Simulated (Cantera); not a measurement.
A Cantera script and what it prints.

```python
import numpy as np
import cantera as ct

gas_names = """
    CL CLO CL2 H HCL HOCL HO2 H2 H2O H2O2 O OH O2 O3 Ti TiCL TiCL2 TiCL3 TiCL4 TiO TiOCL TiOCL2 TiO2
""".split()
cond_names = """
    H2O(s) H2O(L) Ti(a) Ti(b) Ti(L) TiCL2(s) TiCL3(s) TiCL4(L) TiO(a) TiO(b) TiO(L) TiO2(ru) TiO2(L)
    Ti2O3(a) Ti2O3(b) Ti2O3(L) Ti3O5(a) Ti3O5(b) Ti3O5(L) Ti4O7(s) Ti4O7(L)
""".split()


# ... load() reads the species with a 1 bar reference pressure and builds the phases ...
atoms = {
    'TiCl4': {'Ti': 1, 'CL': 4},
    'H2O': {'H': 2, 'O': 1},
}
top_T = {'TiCL2(s)': 1300, 'TiCL3(s)': 1000}  # K; cautious upper limits of use, not melting points


# ... equilibrate(T, P, feed) seeds the gas with the atoms and calls Mixture.equilibrate('TP', solver="vcs", rtol=1e-11, max_steps=5000) ...
results = []
feed = {'TiCl4': 1, 'H2O': 1.6}  # mol
P = 17000  # Pa
for T in [1400, 1450, 1500, 1550, 1600, 1650, 1700, 1750, 1800, 1850, 1900, 1950, 2000]:
    mix = equilibrate(T, P, feed)
    results.append((T, P, feed, dict(zip(mix.species_names, mix.species_moles))))
    x = sorted(zip(gas.X, gas.species_names), reverse=True)
    print(f"T = {T:g} K  P = {P:g} Pa  gas = {mix.phase_moles(0):.4g} mol")
    print("   x: " + "  ".join(f"{s} {v:.3e}" for v, s in x if v > 0.0001))
    print("   condensed (mol): " + ("  ".join(f"{mix.phase(i).name} {mix.phase_moles(i):.4g}"
          for i in range(1, mix.n_phases) if mix.phase_moles(i) > 1e-12) or "none"))
```

Result:

```
T = 1400 K  P = 17000 Pa  gas = 3.4 mol
   x: HCL 9.388e-01  TiCL4 5.897e-02  H2O 1.000e-03  CL 6.206e-04  TiCL3 3.506e-04  H2 2.159e-04
   condensed (mol): TiO2(ru) 0.7983
T = 1450 K  P = 17000 Pa  gas = 3.401 mol
   x: HCL 9.382e-01  TiCL4 5.875e-02  H2O 1.085e-03  CL 1.006e-03  TiCL3 6.006e-04  H2 3.036e-04  CL2 1.011e-04
   condensed (mol): TiO2(ru) 0.7981
T = 1500 K  P = 17000 Pa  gas = 3.402 mol
   x: HCL 9.373e-01  TiCL4 5.837e-02  CL 1.578e-03  H2O 1.170e-03  TiCL3 9.901e-04  H2 4.177e-04  CL2 1.241e-04
   condensed (mol): TiO2(ru) 0.798
T = 1550 K  P = 17000 Pa  gas = 3.405 mol
   x: HCL 9.362e-01  TiCL4 5.779e-02  CL 2.404e-03  TiCL3 1.575e-03  H2O 1.257e-03  H2 5.638e-04  CL2 1.500e-04
   condensed (mol): TiO2(ru) 0.7978
T = 1600 K  P = 17000 Pa  gas = 3.408 mol
   x: HCL 9.348e-01  TiCL4 5.692e-02  CL 3.564e-03  TiCL3 2.422e-03  H2O 1.345e-03  H2 7.482e-04  CL2 1.789e-04
   condensed (mol): TiO2(ru) 0.7976
T = 1650 K  P = 17000 Pa  gas = 3.413 mol
   x: HCL 9.329e-01  TiCL4 5.568e-02  CL 5.151e-03  TiCL3 3.605e-03  H2O 1.437e-03  H2 9.788e-04  CL2 2.101e-04
   condensed (mol): TiO2(ru) 0.7974
T = 1700 K  P = 17000 Pa  gas = 3.419 mol
   x: HCL 9.303e-01  TiCL4 5.399e-02  CL 7.265e-03  TiCL3 5.204e-03  H2O 1.534e-03  H2 1.266e-03  CL2 2.432e-04  TiOCL2 1.305e-04
   condensed (mol): TiO2(ru) 0.7972
T = 1750 K  P = 17000 Pa  gas = 3.427 mol
   x: HCL 9.271e-01  TiCL4 5.177e-02  CL 1.001e-02  TiCL3 7.286e-03  H2O 1.638e-03  H2 1.624e-03  CL2 2.768e-04  TiOCL2 2.325e-04
   condensed (mol): TiO2(ru) 0.7968
T = 1800 K  P = 17000 Pa  gas = 3.438 mol
   x: HCL 9.231e-01  TiCL4 4.894e-02  CL 1.348e-02  TiCL3 9.900e-03  H2 2.071e-03  H2O 1.753e-03  TiOCL2 3.974e-04  CL2 3.096e-04
   condensed (mol): TiO2(ru) 0.7963
T = 1850 K  P = 17000 Pa  gas = 3.451 mol
   x: HCL 9.181e-01  TiCL4 4.549e-02  CL 1.775e-02  TiCL3 1.305e-02  H2 2.636e-03  H2O 1.881e-03  TiOCL2 6.527e-04  CL2 3.396e-04
   condensed (mol): TiO2(ru) 0.7956
T = 1900 K  P = 17000 Pa  gas = 3.467 mol
   x: HCL 9.120e-01  TiCL4 4.145e-02  CL 2.287e-02  TiCL3 1.668e-02  H2 3.355e-03  H2O 2.029e-03  TiOCL2 1.031e-03  CL2 3.650e-04  H 1.115e-04
   condensed (mol): TiO2(ru) 0.7947
T = 1950 K  P = 17000 Pa  gas = 3.486 mol
   x: HCL 9.049e-01  TiCL4 3.693e-02  CL 2.883e-02  TiCL3 2.067e-02  H2 4.280e-03  H2O 2.201e-03  TiOCL2 1.568e-03  CL2 3.840e-04  H 1.819e-04
   condensed (mol): TiO2(ru) 0.7934
T = 2000 K  P = 17000 Pa  gas = 3.507 mol
   x: HCL 8.964e-01  CL 3.559e-02  TiCL4 3.211e-02  TiCL3 2.481e-02  H2 5.474e-03  H2O 2.405e-03  TiOCL2 2.299e-03  CL2 3.956e-04  H 2.918e-04  TiCL2 1.762e-04
   condensed (mol): TiO2(ru) 0.7917
```

Equilibrium computed with Cantera from the NASA thermochemical tables; the gas is ideal and each condensed phase is pure. The tables' values for TiCl2 are old estimates; treat these amounts as uncertain.
